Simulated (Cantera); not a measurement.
Cantera run, input and output.

```python
import numpy as np
import cantera as ct

gas = ct.Solution("gri30.yaml")


def delay(T, t_max=10):
    gas.TPX = T, 74000, {'H2': 1, 'O2': 0.685, 'N2': 2.26}
    reactor = ct.IdealGasConstPressureReactor(gas, clone=False)
    net = ct.ReactorNet([reactor])
    net.rtol, net.atol = 1e-8, 1e-16
    while net.time < t_max:
        t_old, T_old = net.time, reactor.T
        net.step()
        if reactor.T > T + 400:  # ignition: a rise of 400 K
            return t_old + (T + 400 - T_old) / (reactor.T - T_old) * (net.time - t_old)
    return np.nan


taus = []
for T in [1325, 1400, 1475, 1550, 1625]:
    taus.append(delay(T))
    print(f"T0 = {T:6g} K   tau = {taus[-1]:.4e} s")

# d ln(tau) / d ln(k), from doubling and halving each rate constant
T, sens = 1475, []
for i in range(gas.n_reactions):
    gas.set_multiplier(2.0, i)
    up = delay(T)
    gas.set_multiplier(0.5, i)
    down = delay(T)
    gas.set_multiplier(1.0, i)
    sens.append((np.log(up / down) / np.log(4.0), gas.reaction(i).equation))
sens.sort(key=lambda x: -abs(x[0]))
print(f"sensitivities at {T} K")
for s, eq in sens[:10]:
    print(f"{s:8.3f}  {eq}")
```

Output:

```
T0 =   1325 K   tau = 3.7189e-05 s
T0 =   1400 K   tau = 3.1001e-05 s
T0 =   1475 K   tau = 2.7551e-05 s
T0 =   1550 K   tau = 2.5875e-05 s
T0 =   1625 K   tau = 2.5436e-05 s
sensitivities at 1475 K
  -0.382  H + O2 <=> O + OH
  -0.162  H + O2 + H2O <=> HO2 + H2O
  -0.121  H2 + O <=> H + OH
  -0.080  H + OH + M <=> H2O + M
  -0.072  H2 + OH <=> H + H2O
  -0.046  H + O2 + N2 <=> HO2 + N2
  -0.044  H + HO2 <=> H2 + O2
  -0.029  H + O2 + M <=> HO2 + M
  -0.028  2 H + H2O <=> H2 + H2O
  -0.016  2 H + M <=> H2 + M
```

Computed with Cantera and GRI-Mech 3.0 (53 species, 325 reactions). Where the delays flatten at high temperature, the 400 K rule measures the pace of heat release, not the induction time.
